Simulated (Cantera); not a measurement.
Feed: 1 mol trisilylamine, 18 mol N₂, at 10000 Pa.

Cantera equilibrium calculation (NASA polynomials, part measured and part estimated; ideal gas, pure solids and liquids). Candidate condensed phases: Si, Si₃N₄; 18 gas species. The feed counts by its element totals alone. The tables' values for SiN are old estimates; treat these amounts as uncertain. Gases not in the tables: Si₂H₆ and higher silanes. Kinetics and transport are ignored.

x: gas mole fraction; n: condensed amount in mol.

| T (K) | x N₂ | x H₂ | x H | x Si | n Si₃N₄(s) | n Si(l) |
|---|---|---|---|---|---|---|
| 973 | 0.786 | 0.214 | ? | <1e-12 | 1.00 | 0 |
| 1073 | 0.786 | 0.214 | ? | <1e-12 | 1.00 | 0 |
| 1173 | 0.786 | 0.214 | ? | <1e-12 | 1.00 | 0 |
| 1273 | 0.786 | 0.214 | ? | <1e-12 | 1.00 | 0 |
| 1373 | 0.786 | 0.214 | ? | 4.47e-12 | 1.00 | 0 |
| 1473 | 0.786 | 0.214 | ? | 2.72e-10 | 1.00 | 0 |
| 1573 | 0.786 | 0.214 | ? | 9.78e-9 | 1.00 | 0 |
| 1673 | 0.786 | 0.214 | ? | 2.27e-7 | 1.000 | 0 |
| 1773 | 0.786 | 0.214 | ? | 3.67e-6 | 1.000 | 0 |
| 1873 | 0.785 | 0.214 | ? | 4.39e-5 | 1.000 | 0 |
| 1973 | 0.803 | 0.194 | ? | 0.000316 | 0 | 2.99 |
| 2073 | 0.802 | 0.193 | ? | 0.000997 | 0 | 2.97 |

**Question.** Complete the blanks.

**Answer.** 
- 973, x H: 1.58e-9
- 1073, x H: 2.05e-8
- 1173, x H: 1.73e-7
- 1273, x H: 1.04e-6
- 1373, x H: 4.87e-6
- 1473, x H: 1.85e-5
- 1573, x H: 5.95e-5
- 1673, x H: 0.000167
- 1773, x H: 0.000416
- 1873, x H: 0.000943
- 1973, x H: 0.00188
- 2073, x H: 0.00366
